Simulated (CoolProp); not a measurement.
Computed with CoolProp (reference Helmholtz-energy equation of state, Thol 2017).

### Question
Give the vapour pressure (kPa), enthalpy of vaporisation (kJ/kg), liquid cp (kJ/(kg K)), vapour Z of saturated octamethyltrisiloxane (MDM) at 153.45, 168.55, 191.25 °C.

### Answer
| T (°C) | p (kPa) | enthalpy of vaporisation (kJ/kg) | liquid cp (kJ/(kg K)) | vapour Z |
|---|---|---|---|---|
| 153.45 | 104 | 152 | 2.11 | 0.924 |
| 168.55 | 151 | 145 | 2.16 | 0.901 |
| 191.25 | 252 | 133 | 2.23 | 0.857 |
